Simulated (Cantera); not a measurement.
An isothermal, constant-pressure homogeneous reactor starts with 3.29 % CH4, 96.7 % H2, 0.0116 % N2, at 2275 K and 0.0263 atm.

Computed with Cantera and GRI-Mech 3.0 (53 species, 325 reactions). GRI-Mech 3.0 stops at C3 and has no aromatics, soot or wall deposition, so with more carbon than oxygen in the feed, carbon stays in small species such as C2H2 where larger ones or solid carbon would form. Radical loss at walls, strong at low pressure, is not modelled.

x: mole fraction; the columns are a selection and need not sum to one.

| t (s) | x CH4 | x H2 | x CH2 | x C2H | x H | x HCN |
|---|---|---|---|---|---|---|
| 8.00e-6 | 0.0328 | 0.967 | 4.21e-9 | <1e-12 | 8.32e-5 | <1e-12 |
| 2.13e-5 | 0.0327 | 0.967 | 3.62e-8 | <1e-12 | 0.000233 | <1e-12 |
| 5.66e-5 | 0.0324 | 0.966 | 3.12e-7 | <1e-12 | 0.000634 | <1e-12 |
| 0.000150 | 0.0317 | 0.965 | 2.34e-6 | 1.12e-10 | 0.00170 | <1e-12 |
| 0.000400 | 0.0298 | 0.963 | 1.43e-5 | [?] | 0.00447 | 1.38e-11 |
| 0.00106 | 0.0240 | 0.959 | 5.44e-5 | [?] | 0.0105 | 4.78e-10 |
| 0.00283 | 0.0114 | 0.960 | 6.77e-5 | [?] | 0.0164 | 5.17e-9 |
| 0.00752 | 0.00286 | 0.961 | 3.45e-5 | [?] | 0.0212 | 1.87e-8 |
| 0.0200 | 0.000547 | 0.957 | 1.16e-5 | [?] | 0.0268 | 3.94e-8 |
| 0.0532 | 0.000107 | 0.951 | 3.61e-6 | [?] | 0.0331 | 6.22e-8 |
| 0.141 | 2.43e-5 | 0.943 | 1.31e-6 | [?] | 0.0414 | 8.76e-8 |
| 0.376 | 1.18e-5 | 0.936 | 8.98e-7 | 3.41e-5 | 0.0488 | 1.30e-7 |
| 1.00 | 1.08e-5 | 0.934 | 8.86e-7 | 3.54e-5 | 0.0506 | 2.42e-7 |

Task: Complete the blanks.

Result: 
- 0.000400, x C2H: 1.42e-8
- 0.00106, x C2H: 7.36e-7
- 0.00283, x C2H: 6.00e-6
- 0.00752, x C2H: 1.28e-5
- 0.0200, x C2H: 1.80e-5
- 0.0532, x C2H: 2.29e-5
- 0.141, x C2H: 2.88e-5
